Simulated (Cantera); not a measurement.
An isothermal, constant-pressure homogeneous reactor starts with CH4 : H2 : N2 = 0.0093 : 1 : 0.003 (molar parts), at 1750 K and 22.5 Torr. Integrator tolerance rtol = 1e-08.

Detailed kinetics in Cantera: GRI-Mech 3.0 (53 species, 325 reactions). GRI-Mech 3.0 stops at C3 and has no aromatics, soot or wall deposition, so with more carbon than oxygen in the feed, carbon stays in small species such as C2H2 where larger ones or solid carbon would form. Radical loss at walls, strong at low pressure, is not modelled.

**Question.** What does this change do: CH4 0.0093 to 0.087 parts?

**Answer.** 
| quantity | before | after |
|---|---|---|
| x(CH4) at 8.00 s | 0.000721 (gas-phase equilibrium 0.000151) | 0.000829 (gas-phase equilibrium 0.000446) |
| x(H2) at 8.00 s | 0.991 (gas-phase equilibrium 0.991) | 0.959 (gas-phase equilibrium 0.959) |
| x(HCN) at 8.00 s | 1.58e-8 (gas-phase equilibrium 0.00165) | 2.53e-8 (gas-phase equilibrium 0.00332) |
| x(C2H2) at 8.00 s | 0.00418 (gas-phase equilibrium 0.00364) | 0.0365 (gas-phase equilibrium 0.0350) |
| x(C2H4) at 8.00 s | 4.18e-6 (gas-phase equilibrium 3.59e-6) | 3.49e-5 (gas-phase equilibrium 3.34e-5) |
